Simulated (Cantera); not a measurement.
Source: NASA polynomial tables (part measured, part estimated), evaluated in Cantera. Values are per mole of reaction as written; species without (g) are pure solids or liquids, kept so even where they would boil at 1 bar.

Task: Between 300 and 1275 K, where is each reaction favourable under standard conditions?
- NaCl(g) = Cl(g) + Na

Result: 
- NaCl(g) = Cl(g) + Na: ΔG° is 307 kJ at 300 K and 300 kJ at 1275 K; it stays positive (K < 1). ΔH° is 319 kJ and ΔS° 15 J/K at 1275 K.
